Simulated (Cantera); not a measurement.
Silicon etching in halogen gases: Si + Cl2

Input: 1 mol Si, 1.6 mol Cl2, at 900 K and 7.50 Torr.

Cantera equilibrium calculation (NASA polynomials, part measured and part estimated; ideal gas, pure solids and liquids). Candidate condensed phases: Si; 9 gas species. The tables' values for SiCl3 are old estimates; treat these amounts as uncertain. Rates play no part.

```
Property        Result
----------  ----------
x(SiCl4)         0.995
x(SiCl3)       0.00445
x(SiCl2)      0.000948
n(Si(s))     0.199 mol
gas amount  0.8013 mol
```
